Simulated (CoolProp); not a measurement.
Tetrahydrofuran at 293.15 K and 0.737 MPa is throttled through a valve to 0.402 MPa with no heat exchange. Each further row changes one setting.

Values from CoolProp's reference Helmholtz-energy equation of state, Fiedler 2023.

```tsv
case	temperature change (K)	final density (kg/m³)
as stated	+0.1	888
outlet pressure 0.121 MPa	+0.3	887
outlet pressure 0.523 MPa	+0.1	888
```
